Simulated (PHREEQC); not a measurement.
Solution (25 °C): 0.0033 mol/kgw HF and 9.3e-05 mol/kgw NaF. Closed to the air; pH follows from the charge balance.

All values are PHREEQC results (ion-association model, phreeqc.dat), not measurements.

This is a speciation only: nothing precipitates in the calculation.

Question: Order these F species by the share of F that they hold, largest first: HF2-, HF, F-.

Answer: HF (62 %), F- (38 %), HF2- (0.60 %)

The pH is 2.94 and the ionic strength 0.00128 mol/kgw.
